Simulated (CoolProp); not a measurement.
Dodecamethylpentasiloxane (MD3M) at 355.56 K and 0.609 MPa is throttled through a valve to 0.279 MPa with no heat exchange. Each further row changes one setting.

The numbers come from the reference Helmholtz-energy equation of state, Thol 2019 in CoolProp.

```tsv
case	temperature change (K)	final density (kg/m³)
as stated	+0.1	815
outlet pressure 0.0837 MPa	+0.2	814
outlet pressure 0.363 MPa	+0.1	815
```
